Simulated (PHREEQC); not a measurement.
Dissolve 20 mmol/kgw Cu(NO3)2, 0.42 mmol/kgw HBF4 and 0.33 mmol/kgw KCl at 25 °C. Closed to the air; pH follows from the charge balance.

Model: ion-association model, phreeqc.dat, run in PHREEQC.

```json
[
 {"quantity": "pH", "before": "3.11", "after": "3.88"},
 {"quantity": "F- (mol/kgw)", "before": "0.000779", "after": "0.000139"},
 {"quantity": "HF (mol/kgw)", "before": "0.000719", "after": "2.53e-5"},
 {"quantity": "H3BO3 (mol/kgw)", "before": "0.000403", "after": "4.20e-5"},
 {"quantity": "CuF+ (mol/kgw)", "before": "0.000127", "after": "3.66e-6"},
 {"quantity": "CuCl+ (mol/kgw)", "before": "7.87e-6", "after": "1.28e-7"},
 {"quantity": "SI of Sylvite (KCl)", "before": "-8.07", "after": "-9.94"}
]
```

### Question
What was changed between the two runs?
A. Cu(NO3)2 from 0.02 to 0.018 mol/kgw
B. Cu(NO3)2 from 0.02 to 0.022 mol/kgw
C. temperature from 25 to 40 °C
D. diluted 10-fold with water
E. 0.00022 mol/kgw NaOH added

### Answer
D, diluted 10-fold with water

Precipitation was switched off in this run. Real BF4- forms and hydrolyses slowly; the run takes it at equilibrium.
